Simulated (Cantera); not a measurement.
Input (Python, Cantera):

```python
import numpy as np
import cantera as ct

gas = ct.Solution("gri30.yaml")
gas.TPX = 575, 11000, {'CO': 1, 'H2': 0.18, 'O2': 0.59, 'N2': 1.65, 'H2O': 0.9}
flame = ct.FreeFlame(gas, width=0.19)
flame.set_refine_criteria(ratio=3, slope=0.08, curve=0.16)
flame.transport_model = "mixture-averaged"
flame.solve(loglevel=0, auto=True)
flame.transport_model = "multicomponent"
flame.soret_enabled = True
flame.solve(loglevel=0, refine_grid=True)
z, T = flame.grid, flame.T
thick = (T[-1] - T[0]) / np.gradient(T, z).max()
show = ['CO', 'H2', 'O2', 'NO', 'O', 'HO2']
print(f"laminar burning velocity  {flame.velocity[0] * 100:.3f} cm/s")
print(f"burnt temperature         {T[-1]:.1f} K")
print(f"thermal thickness         {thick * 1e3:.4f} mm")
print(f"grid points               {len(z)}")
z0 = z[flame.heat_release_rate.argmax()]
print(f"{'z/mm':>9s}{'T/K':>9s}{'u/(m/s)':>9s}" + "".join(f"{s:>11s}" for s in show))
rows = []
for k in (-3, -2, -1.5, -1, -0.5, -0.25, 0, 0.25, 0.5, 1, 2, 4, 8):
    zz = z0 + k * thick
    rows.append([k * thick, np.interp(zz, z, T), np.interp(zz, z, flame.velocity),
                 *(np.interp(zz, z, flame.X[gas.species_index(s)]) for s in show)])
    print(f"{rows[-1][0] * 1e3:9.3f}{rows[-1][1]:9.1f}{rows[-1][2]:9.3f}" + "".join(f"{x:11.3e}" for x in rows[-1][3:]))
```

Output:

```
laminar burning velocity  223.784 cm/s
burnt temperature         2239.0 K
thermal thickness         8.9524 mm
grid points               170
     z/mm      T/K  u/(m/s)         CO         H2         O2         NO          O        HO2
  -26.857    575.0    2.238  2.315e-01  4.167e-02  1.366e-01  1.329e-16  2.884e-16  1.074e-13
  -17.905    575.0    2.238  2.315e-01  4.167e-02  1.366e-01  2.026e-16  4.124e-14  4.095e-12
  -13.429    575.0    2.238  2.315e-01  4.166e-02  1.366e-01 -2.432e-16  3.631e-12  2.870e-10
   -8.952    575.0    2.238  2.315e-01  4.161e-02  1.366e-01 -1.688e-16  6.581e-10  5.138e-08
   -4.476    578.5    2.248  2.318e-01  4.001e-02  1.367e-01  3.078e-12  1.826e-06  6.173e-05
   -2.238    709.4    2.739  2.264e-01  3.370e-02  1.325e-01  2.086e-09  1.543e-04  6.834e-05
    0.000   1099.0    4.206  1.874e-01  1.915e-02  1.024e-01  1.855e-07  5.602e-03  2.014e-05
    2.238   1397.9    5.211  1.109e-01  1.936e-02  6.383e-02  1.206e-06  1.139e-02  7.460e-06
    4.476   1541.8    5.639  7.428e-02  2.371e-02  4.987e-02  2.549e-06  1.166e-02  4.655e-06
    8.952   1673.1    6.049  6.494e-02  2.372e-02  4.391e-02  4.682e-06  1.025e-02  3.369e-06
   17.905   1803.0    6.459  6.402e-02  2.090e-02  4.005e-02  7.522e-06  8.030e-03  2.467e-06
   35.810   1930.5    6.848  6.001e-02  1.745e-02  3.540e-02  1.216e-05  5.780e-03  1.705e-06
   71.619   2046.6    7.190  5.354e-02  1.405e-02  3.033e-02  2.337e-05  3.902e-03  1.217e-06
```

Cantera simulation using GRI-Mech 3.0 (53 species, 325 reactions); the numbers are that mechanism's predictions, not measurements. Burning velocities carry a grid error of a few per cent, more on coarse grids.
